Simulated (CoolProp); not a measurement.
Model: reference Helmholtz-energy equation of state, Span 2000, in CoolProp.

Give the vapour pressure (MPa), liquid density (kg/m³), enthalpy of vaporisation (kJ/kg), surface tension (mN/m) of saturated nitrogen at 93.8, 117.1 K.


```json
[
 {"T (K)": "93.8", "p (MPa)": "0.492", "liquid density (kg/m³)": "725", "enthalpy of vaporisation (kJ/kg)": "174", "surface tension (mN/m)": "5.32"},
 {"T (K)": "117.1", "p (MPa)": "2.16", "liquid density (kg/m³)": "558", "enthalpy of vaporisation (kJ/kg)": "107", "surface tension (mN/m)": "1.09"}
]
```

Surface tension comes from a separate correlation (Mulero 2012).
